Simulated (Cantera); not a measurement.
Mixture: 20.4 % H₂, 16.7 % O₂, 62.9 % N₂, equivalence ratio 0.61, at 720 Torr, adiabatic and at constant volume. Ignition delay is the time to a rise of 400 K.

Model: the H2/O2 subset of GRI-Mech 3.0, which has no nitrogen chemistry, integrated in Cantera. Below about 950 K walls govern HO2 and H2O2 in real vessels.

Question: Predict: delay at 925 K; delay at 1000 K; delay at 1075 K; delay at 1150 K; delay at 1225 K; delay at 1300 K.

Answer: 
```json
{
 "delay at 925 K": "64.7 ms",
 "delay at 1000 K": "0.287 ms",
 "delay at 1075 K": "0.111 ms",
 "delay at 1150 K": "63.8 µs",
 "delay at 1225 K": "42.6 µs",
 "delay at 1300 K": "31.1 µs"
}
```
